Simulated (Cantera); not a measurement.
A freely propagating, adiabatic, planar premixed flame of 11.4 % CH4, 0.343 % C2H6, 18.5 % O2, 69.7 % N2, unburnt at 650 K and 21000 Pa; unity-Lewis-number transport, grid criteria slope 0.08 and curve 0.16, no radiation.

Cantera simulation using GRI-Mech 3.0 (53 species, 325 reactions); the numbers are that mechanism's predictions, not measurements. Unity Lewis numbers drop preferential diffusion, which matters most where H2 and H carry the flame. Burning velocities carry a grid error of a few per cent, more on coarse grids.

**Question.** Predict: laminar burning velocity; thermal thickness; peak x(CH2); peak x(CH2CO); peak x(H2).

**Answer.** 
| Item | Result |
|---|---|
| laminar burning velocity | 101 cm/s |
| thermal thickness | 1.78 mm |
| peak x(CH2) | 9.60e-5 |
| peak x(CH2CO) | 0.000170 |
| peak x(H2) | 0.0498 |
